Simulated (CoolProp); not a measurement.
Values from CoolProp's reference Helmholtz-energy equation of state, Thol 2015.

**Question.** For octamethylcyclotetrasiloxane (D4), give the phase and the density (kg/m³), cv (kJ/(kg K)), Joule-Thomson coefficient (K/MPa), isothermal compressibility (1/MPa) at 346.85 °C and 0.135 MPa; 346.85 °C and 0.404 MPa.

**Answer.** 
- 346.85 °C and 0.135 MPa: gas; density 8.00, cv 2.01, Joule-Thomson coefficient 7.34, isothermal compressibility 7.63
- 346.85 °C and 0.404 MPa: gas; density 25.5, cv 2.02, Joule-Thomson coefficient 8.11, isothermal compressibility 2.73
